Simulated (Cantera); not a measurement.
A perfectly stirred reactor is fed with NH3 : N2 = 1 : 3.3 (molar parts), at 150 Torr; it is held at 1948 K, and followed from long to short residence time.

Model: the gas-phase N/H chemistry of the illustrative SiF4/NH3 mechanism in the Surface Chemkin manual (1991), integrated in Cantera. Walls and surfaces, which speed up NH3 decomposition in real reactors, are not modelled.

x: mole fraction; the columns are a selection and need not sum to one.

| τ (s) | x NH3 | x NH2 | x NH | x N2H4 | x N2H2 |
|---|---|---|---|---|---|
| 13 | 0.00556 | 3.20e-5 | 2.33e-6 | 1.46e-10 | [?] |
| 5.1 | 0.0136 | 5.90e-5 | 3.22e-6 | 4.96e-10 | [?] |
| 2.1 | 0.0294 | 0.000101 | 4.28e-6 | 1.45e-9 | [?] |
| 0.86 | 0.0585 | 0.000163 | 5.47e-6 | 3.78e-9 | [?] |
| 0.35 | 0.102 | 0.000242 | 6.57e-6 | 8.37e-9 | [?] |
| 0.14 | 0.152 | 0.000326 | 7.22e-6 | 1.52e-8 | [?] |
| 0.059 | 0.190 | 0.000395 | 7.10e-6 | 2.23e-8 | [?] |
| 0.024 | 0.213 | 0.000454 | 6.25e-6 | 2.95e-8 | 1.12e-6 |
| 0.0099 | 0.224 | 0.000493 | 5.06e-6 | 3.47e-8 | 1.14e-6 |
| 0.0041 | 0.229 | 0.000494 | 3.96e-6 | 3.48e-8 | [?] |
| 0.0017 | 0.231 | 0.000435 | 2.90e-6 | 2.70e-8 | [?] |

Problem. Some entries are withheld; supply them.

Solution. 
- 13, x N2H2: 1.59e-8
- 5.1, x N2H2: 4.33e-8
- 2.1, x N2H2: 1.05e-7
- 0.86, x N2H2: 2.35e-7
- 0.35, x N2H2: 4.60e-7
- 0.14, x N2H2: 7.47e-7
- 0.059, x N2H2: 9.82e-7
- 0.0041, x N2H2: 1.03e-6
- 0.0017, x N2H2: 7.40e-7
